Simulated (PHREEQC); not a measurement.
1 kg of water holding 0.01 mol K2CO3 and 0.3 mol K2SO4 is evaporated at 30 °C; the solids stay in contact with the brine. CO2 is held at log p = -3.4 (atm). Solids allowed: Arcanite, Kalicinite, Misenite. Others were left out.

The numbers come from PHREEQC with the Pitzer model, pitzer.dat.

Q: Predict ionic strength, Arcanite (mol) at water left (kg) = 0.1711, 0.1406, 0.06415, 0.01627.

A: 
```
water left (kg)  ionic strength  Arcanite (mol)
---------------  --------------  --------------
0.1711                     2.08           0.190
0.1406                     2.09           0.211
0.06415                    2.17           0.263
0.01627                    2.85           0.294
```
